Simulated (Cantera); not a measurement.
Input: 1 mol CH3SiH3, 66 mol H2, held at 1702 °C and 21.0 mbar.

Cantera equilibrium calculation (NASA polynomials, part measured and part estimated; ideal gas, pure solids and liquids). Candidate condensed phases: C, C6H6, C7H8, C8H18, Si, SiC; 87 gas species. The feed counts by its element totals alone. Gases not in the tables: Si2H6 and higher silanes. Kinetics and transport are ignored.

Base state: H2 0.990, H 0.00940, Si 0.000187, C2H2 (acetylene) 0.000108, SiH 1.94e-5, SiH2 1.11e-5 (mole fractions); condensed: SiC(s).

Problem. What changes in the equilibrium state with this change: temperature from 1702 °C to 1200 °C?

Solution. 
```tsv
species	before	after
H2	0.990	1.000
H	0.00940	8.73e-5
SiH2	1.11e-5	5.52e-7
Si	0.000187	1.37e-7
C2H2 (acetylene)	0.000108	1.01e-9
SiH	1.94e-5	7.13e-8
SiC(s), mol	0.984	1.000
```
